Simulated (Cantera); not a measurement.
**Ignition delay**

Mixture: 13.6 % CH₄, 21.8 % O₂, 64.6 % N₂, at 5.00 bar, adiabatic and at constant pressure. Ignition delay is the time to a rise of 400 K.

Model: GRI-Mech 3.0 (53 species, 325 reactions), integrated in Cantera.

| T0 (K) | delay (ms) |
|---|---|
| 1223 | 6.82 |
| 1298 | 2.71 |
| 1373 | 1.15 |
| 1448 | 0.512 |
| 1523 | 0.241 |
| 1598 | 0.120 |
| 1673 | 0.0633 |
| 1748 | 0.0355 |

The apparent activation energy between 1598 and 1748 K comes out as 190 kJ/mol.
